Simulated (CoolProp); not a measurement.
Vapour-liquid equilibrium of R1234yf (1) + R1234ze(E) (2) at 294 kPa; x and y are mole fractions of (1).

Values from CoolProp's multi-fluid Helmholtz-energy mixture model, Lemmon 2022 and Thol 2016; pair parameters Bell 2022.

```tsv
x	bubble temperature (°C)	y at the bubble point	dew temperature at overall composition x (°C)	liquid density (mol/L)
0.05	7.9	0.071	8.1	10.64
0.125	6.9	0.170	7.3	10.63
0.2	5.9	0.262	6.6	10.61
0.275	5.0	0.348	5.8	10.59
0.35	4.2	0.429	5.0	10.58
0.425	3.4	0.506	4.2	10.55
0.5	2.6	0.580	3.4	10.53
0.575	1.9	0.651	2.7	10.51
0.65	1.1	0.718	1.9	10.49
0.725	0.4	0.783	1.1	10.46
0.8	-0.3	0.846	0.2	10.44
0.875	-1.0	0.906	-0.6	10.41
0.95	-1.7	0.963	-1.5	10.39
```

No azeotrope shows between x = 0.05 and 0.95.

Pair parameters are fitted to limited data, so mixtures are less certain than the pure fluids.
